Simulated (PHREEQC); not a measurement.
Dissolve 1.1 mmol/kgw Na2SiO3 at 60 °C. Closed to the air; pH follows from the charge balance.

The numbers come from PHREEQC with the ion-association model, phreeqc.dat.

Precipitation was switched off in this run.

Question: Predict the pH, ionic strength.

Answer: pH 10.10; ionic strength 0.00221 mol/kgw.

Question: In which forms is Si present?

Answer: H3SiO4- 83 %, H4SiO4 16 %, H2SiO4-2 0.5 % of the Si.

Constants without temperature data keep their 25 °C values here.
